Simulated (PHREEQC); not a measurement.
# Brine (model solution)

Consider water at 25 °C with 0.76 mol/kgw KCl, 0.24 mol/kgw MgSO4 and 0.05 mol/kgw MgCl2. Closed to the air; pH follows from the charge balance.

Computed with PHREEQC (Pitzer model, pitzer.dat).

```
Quantity                   Result
-------------------  ------------
ionic strength       1.87 mol/kgw
activity of water           0.968
density               1.062 g/cm³
osmotic coefficient         0.832
```

```csv
species,molality,activity,log γ
Cl-,0.860,0.495,-0.240
K+,0.760,0.440,-0.237
Mg+2,0.290,0.0515,-0.750
SO4-2,0.240,0.0105,-1.360
MgOH+,5.36e-7,3.69e-7,-0.162
HSO4-,3.79e-7,2.09e-7,-0.258
H+,2.72e-7,2.10e-7,-0.113
OH-,1.15e-7,4.67e-8,-0.393
```

No solid was allowed to form. Complexes and solids missing from the database can't appear.
